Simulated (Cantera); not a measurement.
## Hydrocarbon pyrolysis for carbon deposition

An isothermal, constant-pressure homogeneous reactor starts with C2H6 : N2 = 0.69 : 4.9 (molar parts), at 1650 K and 0.00375 atm.

Cantera simulation using GRI-Mech 3.0 (53 species, 325 reactions); the numbers are that mechanism's predictions, not measurements. GRI-Mech 3.0 stops at C3 and has no aromatics, soot or wall deposition, so with more carbon than oxygen in the feed, carbon stays in small species such as C2H2 where larger ones or solid carbon would form. Radical loss at walls, strong at low pressure, is not modelled.

```csv
t (s),x C2H6,x H2,x CH3,x H,x C2H4,x CH2,x C2H
3.00e-6,0.123,4.22e-9,0.000131,5.39e-8,1.09e-9,1.48e-11,<1e-12
1.18e-5,0.123,6.30e-8,0.000511,2.14e-7,3.85e-8,1.05e-9,<1e-12
4.60e-5,0.122,1.66e-6,0.00198,2.04e-6,1.88e-6,6.76e-8,<1e-12
0.000180,0.119,0.000126,0.00734,4.54e-5,0.000117,3.11e-6,<1e-12
0.000706,0.0983,0.00652,0.0228,0.000501,0.00648,3.53e-5,6.31e-9
0.00277,0.0209,0.0570,0.0343,0.00170,0.0476,8.10e-5,1.31e-6
0.0108,0.000138,0.124,0.00577,0.000999,0.0236,1.74e-5,2.10e-6
0.0425,1.59e-5,0.148,0.00172,0.000388,0.00572,3.04e-6,9.12e-7
0.166,5.15e-6,0.158,0.000885,0.000240,0.000740,1.07e-6,5.71e-7
0.652,2.35e-6,0.167,0.000581,0.000213,0.000252,6.29e-7,4.96e-7
2.55,7.83e-7,0.182,0.000347,0.000268,7.76e-5,4.58e-7,6.03e-7
10.0,6.75e-8,0.194,0.000115,0.000442,1.06e-5,2.49e-7,9.72e-7
```
x: mole fraction; the columns are a selection and need not sum to one.

Equilibrium at this temperature and pressure: C2H6 6.10e-12, H2 0.198, CH3 9.77e-7, H 0.000660, C2H4 2.66e-6, CH2 3.21e-9, C2H 7.15e-7 (gas phase only).
